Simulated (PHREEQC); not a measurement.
Model water analysis in mmol/kgw, 25 °C, pH 6.83: Na 128; K 3.64; Ca 3.7; Mg 8.19; Cl 153; S(6) 4.29; Alkalinity (meq/kgw) 0.000356.

Valence states are taken as typed.

Model: Pitzer model, pitzer.dat, run in PHREEQC.

```tsv
quantity	before	after
HCO3- (mol/kgw)	4.31e-7	9.64e-7
CO2 (mol/kgw)	1.10e-7	7.80e-7
MgOH+ (mol/kgw)	3.05e-8	9.65e-9
HSO4- (mol/kgw)	1.78e-8	5.63e-8
CO3-2 (mol/kgw)	4.60e-10	3.25e-10
MgCO3 (mol/kgw)	2.42e-10	1.72e-10
SI of Gypsum (CaSO4:2H2O)	-1.38	-1.38
SI of Halite (NaCl)	-3.55	-3.55
```

### Question
Name the change that produced these shifts.
(A) Ca from 3.7 to 7.4 mmol/kgw
(B) pH from 6.83 to 6.33 at the same alkalinity
(C) Ca from 3.7 to 1.85 mmol/kgw

### Answer
B, pH from 6.83 to 6.33 at the same alkalinity

This is a speciation only: nothing precipitates in the calculation.
